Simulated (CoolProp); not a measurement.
A single-stage vapour-compression cycle with R152A: evaporating at 322.15 K (dew point), condensing at 355.15 K (bubble point), superheat 5 K, subcooling 8 K, compressor efficiency 0.85, no pressure losses. Each further row changes one setting.

Values from CoolProp's reference Helmholtz-energy equation of state, Outcalt 1996. It is a modified Benedict-Webb-Rubin equation, recast in Helmholtz form.

| case | cooling COP | pressure ratio | discharge temperature (K) | refrigerating effect (kJ/kg) | volumetric capacity (kJ/m³) |
|---|---|---|---|---|---|
| as stated | [?] | 2.13 | 369.9 | 204 | 7100 |
| evaporating temperature 327.15 K | 8.52 | 1.88 | [?] | 206 | 8180 |
| condensing temperature 350.15 K | 8.52 | 1.91 | [?] | 214 | 7470 |
| subcooling 13 K | 7.35 | 2.13 | 369.9 | 214 | 7470 |
| superheat 15 K | 6.98 | 2.13 | 379.4 | 218 | [?] |
| compressor efficiency 0.75 | 6.15 | 2.13 | 372.1 | 204 | 7100 |

Problem. What belongs in the gaps?

Solution. 
- as stated, cooling COP: 6.97
- evaporating temperature 327.15 K, discharge temperature (K): 368.4
- condensing temperature 350.15 K, discharge temperature (K): 363.6
- superheat 15 K, volumetric capacity (kJ/m³): 7140
